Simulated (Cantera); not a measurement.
Feed: 1 mol CaCO₃, 5.2 mol O₂, 0.68 mol CO₂, equilibrated at 1825 K and 0.850 bar.

These are equilibrium values from Cantera (NASA tables, ideal gas, pure condensed phases), not measurements of a reactor. Candidate condensed phases: C, Ca, CaCO₃, CaO; 15 gas species. Rates play no part.

Q: What is the equilibrium state?

A: 
```json
{
  "x(O₂)": "0.756",
  "x(CO₂)": "0.244",
  "x(O)": "0.000145",
  "x(CO)": "8.09e-5",
  "n(CaO(s))": "1.00 mol",
  "gas_amount": "6.881 mol",
  "log10 activity of C(graphite) (absent)": "-11.83",
  "log10 activity of Ca(l) (absent)": "-12.48"
}
```
